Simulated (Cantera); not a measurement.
An isothermal, constant-pressure homogeneous reactor starts with H2 : O2 = 0.058 : 1 (molar parts), at 1150 K and 1330 Pa.

Computed with Cantera and the H2/O2 subset of GRI-Mech 3.0, which has no nitrogen chemistry. Radical loss at walls, strong at low pressure, is not modelled. The temperature is held fixed by assumption; the heat of reaction is taken as removed at once.

One state of this run: x H2 = 2.57e-8; x O2 = 0.944; x HO2 = 4.69e-9; x H2O = 0.0564; x O = 8.28e-7; x H = 1.22e-9. x: mole fraction; the columns are a selection and need not sum to one.

**Question.** Which value of t (s) does it belong to?
(A) 20.0
(B) 0.0775
(C) 0.00120
(D) 0.00482

**Answer.** A, 20.0
